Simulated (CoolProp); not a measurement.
20 sccm (0 °C, 1 atm) of nitrogen bubbles through liquid toluene at 325.7 K and leaves saturated at a total pressure of 0.15 MPa (ideal gas phase). Each further row changes one setting.

The numbers come from the reference Helmholtz-energy equation of state, Lemmon 2006 in CoolProp. It is a short technical equation, of lower accuracy than the large ones.

| case | vapour pressure (kPa) | mole fraction of vapour | delivery (mg/min) | delivery (sccm) | change of delivery for a bath 1 K warmer (%) |
|---|---|---|---|---|---|
| as stated | 13.7 | 0.0912 | 8.25 | 2.01 | 4.7 |
| bath temperature 330.7 K | 16.8 | 0.112 | 10.4 | 2.52 | 4.6 |
| total pressure 0.3 MPa | 13.7 | 0.0456 | 3.93 | 0.956 | 4.5 |
